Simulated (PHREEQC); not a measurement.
Solution (25 °C): 0.0018 mol/kgw NH3, 0.004 mol/kgw CO2 and 0.00054 mol/kgw Na2CO3. Closed to the air; pH follows from the charge balance.

Model: ion-association model, wateq4f.dat, run in PHREEQC.

Each row changes one thing in this solution. Precipitation was switched off in this run.

```json
[
 {"case": "as made", "pH": "6.56", "ionic strength (mol/kgw)": "0.00288", "HCO3- (mol/kgw)": "0.00287", "CO2 (mol/kgw)": "0.00166", "NH3 (mol/kgw)": "3.54e-6", "CO3-2 (mol/kgw)": "5.87e-7"},
 {"case": "diluted 10-fold with water", "pH": "___", "ionic strength (mol/kgw)": "0.000288", "HCO3- (mol/kgw)": "0.000288", "CO2 (mol/kgw)": "0.000166", "NH3 (mol/kgw)": "___", "CO3-2 (mol/kgw)": "5.46e-8"},
 {"case": "0.00043 mol/kgw Li2CO3 added", "pH": "6.80", "ionic strength (mol/kgw)": "0.00373", "HCO3- (mol/kgw)": "0.00373", "CO2 (mol/kgw)": "0.00124", "NH3 (mol/kgw)": "6.07e-6", "CO3-2 (mol/kgw)": "1.35e-6"},
 {"case": "NH3 from 0.0018 to 0.00018 mol/kgw", "pH": "5.92", "ionic strength (mol/kgw)": "0.00126", "HCO3- (mol/kgw)": "0.00126", "CO2 (mol/kgw)": "0.00328", "NH3 (mol/kgw)": "___", "CO3-2 (mol/kgw)": "5.52e-8"},
 {"case": "Na2CO3 left out", "pH": "6.24", "ionic strength (mol/kgw)": "0.00180", "HCO3- (mol/kgw)": "0.00180", "CO2 (mol/kgw)": "0.00220", "NH3 (mol/kgw)": "1.71e-6", "CO3-2 (mol/kgw)": "1.70e-7"},
 {"case": "Na2CO3 from 0.00054 to 0.000486 mol/kgw", "pH": "6.53", "ionic strength (mol/kgw)": "0.00277", "HCO3- (mol/kgw)": "0.00277", "CO2 (mol/kgw)": "0.00172", "NH3 (mol/kgw)": "3.31e-6", "CO3-2 (mol/kgw)": "5.26e-7"}
]
```

Q: Some entries are withheld; supply them.

A: 
- diluted 10-fold with water, pH: 6.58
- diluted 10-fold with water, NH3 (mol/kgw): 3.83e-7
- NH3 from 0.0018 to 0.00018 mol/kgw, NH3 (mol/kgw): 8.19e-8

Species that the database lacks are ignored.
